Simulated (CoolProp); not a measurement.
Values from CoolProp's reference Helmholtz-energy equation of state, Lemmon 2005. It is a short technical equation, of lower accuracy than the large ones.

**Question.** For isobutene, give the phase and the cv (kJ/(kg K)), speed of sound (m/s), Joule-Thomson coefficient (K/MPa) at 287.8 K and 0.101 MPa; 322.6 K and 0.101 MPa.

**Answer.** 
- 287.8 K and 0.101 MPa: gas; cv 1.42, speed of sound 212, Joule-Thomson coefficient 31.1
- 322.6 K and 0.101 MPa: gas; cv 1.55, speed of sound 225, Joule-Thomson coefficient 20.2
